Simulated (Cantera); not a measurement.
**Ignition delay**

Mixture: 6.02 % CH4, 15.8 % O2, 59.5 % N2, 18.7 % CO2, at 0.700 bar, adiabatic and at constant volume. Ignition delay is the time to a rise of 400 K.

Detailed kinetics in Cantera: GRI-Mech 3.0 (53 species, 325 reactions).

```
T0 (K)  delay (ms)
------  ----------
1200          71.8
1275          25.3
1350          9.62
1425          3.98
1500          1.81
1575         0.901
1650         0.490
1725         0.286
1800         0.177
```

```
Quantity                                                Result
--------------------------------------------------  ----------
apparent activation energy between 1650 and 1800 K  170 kJ/mol
```
